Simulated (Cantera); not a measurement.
Feed: 1 mol c-C4F8, 0.097 mol HCl, 0.3 mol H2, at 10000 Pa.

Equilibrium computed with Cantera from the NASA thermochemical tables; the gas is ideal and each condensed phase is pure. Candidate condensed phases: C, C6H6, C7H8, C8H18; 118 gas species. The feed counts by its element totals alone. Gases not in the tables: C2F6 and larger saturated fluorocarbons. Rates play no part. All values below are at 1225 °C.

Base state: CF4 0.708, HF 0.259, Cl 0.0126, HCl 0.0112, Cl2 0.00478, CClF3 0.00425, CF2 0.000110, CF3 4.20e-5 (mole fractions); condensed: C(graphite).

Question: What changes in the equilibrium state with this change: HCl from 0.097 to 0.035 mol?

Answer: 
```csv
species,before,after
CF4,0.708,0.737
HF,0.259,0.250
Cl,0.0126,0.00555
HCl,0.0112,0.00468
Cl2,0.00478,0.000926
CCl2F2,2.12e-5,4.19e-6
CClF3,0.00425,0.00193
CF3,4.20e-5,4.33e-5
CF2,0.000110,0.000113
"C(graphite), mol",2.16,2.15
```

Question: What changes in the equilibrium state with this change: H2 from 0.3 to 1.8 mol?

Answer: 
| species | before | after |
|---|---|---|
| HF | 0.259 | 0.754 |
| CF4 | 0.708 | 0.227 |
| HCl | 0.0112 | 0.0143 |
| Cl | 0.0126 | 0.00418 |
| CCl2F2 | 2.12e-5 | 1.32e-6 |
| Cl2 | 0.00478 | 0.000527 |
| C(graphite), mol | 2.16 | 2.91 |
